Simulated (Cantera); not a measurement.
Counterflow diffusion flame

A counterflow diffusion flame at 1.01 bar, nozzles 20 mm apart: fuel side CH₄ : C₂H₆ : N₂ = 1 : 0.53 : 0.93 (molar parts) at 475 K, oxidiser side O₂ : N₂ = 0.24 : 0.76 (molar parts) at 350 K, fuel mass flux 0.88 times the oxidiser's; mixture-averaged transport, no radiation.

Cantera simulation using GRI-Mech 3.0 (53 species, 325 reactions); the numbers are that mechanism's predictions, not measurements. GRI-Mech 3.0 has no aromatics or soot, which form on the fuel side of real flames. The maximum strain rate includes the flame's own expansion and is several times the mean.

| oxidiser flux (kg/m²/s) | max strain (1/s) | mean strain (1/s) | T max (K) | peak x OH | peak x H | peak x NO | peak x CO | peak x C₂H₂ |
|---|---|---|---|---|---|---|---|---|
| 0.25 | 167 | 30.6 | 2126 | 0.00845 | 0.00405 | 0.000297 | 0.0598 | 0.0235 |
| 0.35 | 225 | 42.8 | 2107 | 0.00845 | 0.00430 | 0.000276 | 0.0593 | 0.0224 |
| 0.48 | 299 | 58.7 | 2090 | 0.00841 | 0.00452 | 0.000255 | 0.0589 | 0.0213 |
| 0.65 | 393 | 79.5 | 2073 | 0.00835 | 0.00474 | 0.000234 | 0.0585 | 0.0202 |
| 0.9 | 530 | 110 | 2057 | 0.00831 | 0.00498 | 0.000210 | 0.0585 | 0.0191 |
| 1.2 | 689 | 147 | 2039 | 0.00816 | 0.00515 | 0.000186 | 0.0584 | 0.0180 |
| 1.7 | 948 | 208 | 2016 | 0.00790 | 0.00531 | 0.000154 | 0.0585 | 0.0165 |
| 2.3 | 1250 | 281 | 1993 | 0.00759 | 0.00539 | 0.000125 | 0.0587 | 0.0150 |
| 3.2 | 1690 | 391 | 1962 | 0.00710 | 0.00533 | 9.24e-5 | 0.0592 | 0.0131 |
| 4.3 | 2210 | 526 | 1927 | 0.00646 | 0.00511 | 6.32e-5 | 0.0601 | 0.0110 |
x: mole fraction; the columns are a selection and need not sum to one.
